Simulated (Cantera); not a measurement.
Mixture: C3H8 : O2 : N2 = 1 : 4.55 : 17.1 (molar parts), equivalence ratio 1.1, at 12.0 bar, adiabatic and at constant volume. Ignition delay is the time to a rise of 400 K.

Model: GRI-Mech 3.0 (53 species, 325 reactions), integrated in Cantera. GRI-Mech 3.0 was tuned for natural gas; its chemistry of propane as a main component is partial and can be far from experiment. The pressure lies above the range GRI-Mech 3.0 was tuned for (to about 10 atm).

Problem. What does this change do: pressure from 12.0 bar to 1.70 bar?

Solution. 
```tsv
quantity	before	after
delay at 1150 K	3.52 ms	13.0 ms
delay at 1350 K	0.115 ms	0.321 ms
delay at 1550 K	9.77 µs	32.1 µs
delay at 1750 K	2.12 µs	8.74 µs
delay at 1950 K	0.842 µs	4.06 µs
apparent activation energy between 1750 and 1950 K	130 kJ/mol	110 kJ/mol
```

Problem. What does this change do: 0.53 parts H2 added?

Solution. 
| quantity | before | after |
|---|---|---|
| delay at 1150 K | 3.52 ms | 1.10 ms |
| delay at 1350 K | 0.115 ms | 84.2 µs |
| delay at 1550 K | 9.77 µs | 8.76 µs |
| delay at 1750 K | 2.12 µs | 2.01 µs |
| delay at 1950 K | 0.842 µs | 0.807 µs |
| apparent activation energy between 1750 and 1950 K | 130 kJ/mol | 130 kJ/mol |
